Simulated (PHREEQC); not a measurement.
# Buffer (model solution)

Consider water at 25 °C with 0.0038 mol KH2PO4, 0.0006 mol K2HPO4 and 0.26 mol NaCl per kg of water. Closed to the air; pH follows from the charge balance.

Equilibrium calculation in PHREEQC: ion-association model, phreeqc.dat.

Precipitation was switched off in this run.

**Question.** What pH, specific conductance does the model give?

**Answer.** pH 5.92; specific conductance 25600 µS/cm.

**Question.** In which forms is P present?

**Answer.** H2PO4- 86 %, HPO4-2 12 %, NaHPO4- 1.7 % of the P.
